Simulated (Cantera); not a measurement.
An isothermal, constant-pressure homogeneous reactor starts with 55.9 % NO, 44.1 % N₂, at 1798 K and 1.40 bar.

Cantera simulation using GRI-Mech 3.0 (53 species, 325 reactions); the numbers are that mechanism's predictions, not measurements.

**Question.** Predict: x(NO) at 2.00 s; x(O₂) at 2.00 s; x(NO₂) at 2.00 s; x(N₂) at 2.00 s; x(O) at 2.00 s.

**Answer.** 
- x(NO) at 2.00 s = 0.308 (gas-phase equilibrium 0.00455)
- x(O₂) at 2.00 s = 0.125 (gas-phase equilibrium 0.277)
- x(NO₂) at 2.00 s = 0.000712 (gas-phase equilibrium 1.55e-5)
- x(N₂) at 2.00 s = 0.566 (gas-phase equilibrium 0.718)
- x(O) at 2.00 s = 3.66e-5 (gas-phase equilibrium 5.34e-5)
